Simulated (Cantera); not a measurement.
Charge: 1 mol C2F6, 2.9 mol H2, held at 10.0 Torr.

Method: chemical equilibrium by Gibbs-energy minimisation in Cantera with the NASA 1993 tables (ideal gas, pure condensed phases). Candidate condensed phases: C, C6H6, C7H8, C8H18; 95 gas species. The feed counts by its element totals alone. Condensed phases not in the tables: fluorocarbon polymer. Gases not in the tables: C2F6 and larger saturated fluorocarbons. Equilibrium is a limit: real reactors are often held back by kinetics, nucleation or transport.

x: gas mole fraction; n: condensed amount in mol.

```
T (K)   x HF       x F    x CF4     x CF2       x H      x CF      x H2  n C(graphite)
-----  -----  --------  -------  --------  --------  --------  --------  -------------
875    0.991    <1e-12  0.00855  3.34e-12    <1e-12    <1e-12  6.23e-10           1.95
1075   0.991         …  0.00855         …         …    <1e-12         …           1.95
1275   0.991         …  0.00855         …         …         …         …           1.95
1475   0.991   9.94e-6  0.00853   2.34e-5   2.88e-8   1.30e-9   6.57e-8           1.95
1675   0.991  0.000215  0.00830  0.000348   3.96e-7   1.45e-7   1.55e-7           1.95
1875   0.988   0.00230  0.00659   0.00259   3.31e-6   5.52e-6   3.40e-7           1.95
2075   0.979    0.0117  0.00174   0.00733   2.45e-5   7.77e-5   1.13e-6           1.95
2275   0.971    0.0236  4.49e-5   0.00475  0.000244  0.000359   1.10e-5           1.97
2475   0.963    0.0314  6.15e-7   0.00178   0.00228  0.000947  0.000137           1.98
```

Question: What belongs in the gaps?

Answer: 
- 1275, x F: 1.74e-7
- 1275, x CF2: 6.49e-7
- 1275, x H: 9.48e-10
- 1275, x CF: 2.61e-12
- 1275, x H2: 2.20e-8
- 1075, x F: 6.76e-10
- 1075, x CF2: 4.63e-9
- 1075, x H: 9.05e-12
- 1075, x H2: 5.08e-9
